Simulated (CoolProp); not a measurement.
Properties of ethylene along the isobar 2950 kPa (Tc = 9.2 °C, pc = 5042 kPa, ω = 0.087).

Computed with CoolProp (reference Helmholtz-energy equation of state, Smukala 2000).

| T (°C) | phase | Z | cp (kJ/(kg K)) | speed of sound (m/s) | Joule-Thomson coefficient (K/MPa) | isothermal compressibility (1/MPa) | fugacity coefficient |
|---|---|---|---|---|---|---|---|
| -18.05 | liquid | 0.09507 | 3.533 | 588.2 | 0.6993 | 0.01801 | 0.6903 |
| 6.25 | gas | 0.7523 | 2.250 | 273.0 | 13.49 | 0.4828 | 0.8007 |
| 30.65 | gas | 0.8238 | 1.994 | 297.9 | 10.41 | 0.4216 | 0.8471 |
| 55.05 | gas | 0.8683 | 1.935 | 317.3 | 8.306 | 0.3942 | 0.8805 |
| 79.35 | gas | 0.8987 | (withheld) | 333.8 | 6.784 | 0.3786 | 0.9053 |
| 103.75 | gas | 0.9209 | 1.980 | 348.5 | 5.632 | 0.3684 | 0.9244 |
| 128.15 | gas | (withheld) | 2.034 | 362.0 | 4.740 | 0.3614 | 0.9394 |
| 152.45 | gas | 0.9504 | (withheld) | 374.5 | 4.037 | 0.3563 | 0.9512 |
| 176.85 | gas | 0.9605 | 2.160 | 386.3 | 3.469 | 0.3525 | 0.9607 |

Question: What belongs in the gaps?

Answer: 
- 79.35, cp (kJ/(kg K)): 1.942
- 128.15, Z: 0.9376
- 152.45, cp (kJ/(kg K)): 2.095
